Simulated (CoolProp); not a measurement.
Properties of hexamethyldisiloxane (MM) along the isobar 4780 kPa.

The numbers come from the reference Helmholtz-energy equation of state, Thol 2016 in CoolProp.

```
T (K)   phase  cp (kJ/(kg K))  cv (kJ/(kg K))  Joule-Thomson coefficient (K/MPa)
-----  ------  --------------  --------------  ---------------------------------
250.5  liquid           1.785           1.438                            -0.4799
281.1  liquid           1.850           1.502                            -0.4444
311.6  liquid           1.925           1.574                            -0.4012
342.2  liquid           2.005           1.650                            -0.3492
372.8  liquid           2.088           1.728                            -0.2849
403.4  liquid           2.173           1.804                            -0.2013
434    liquid           2.261           1.878                           -0.08476
464.6  liquid           2.353           1.951                            0.09163
```
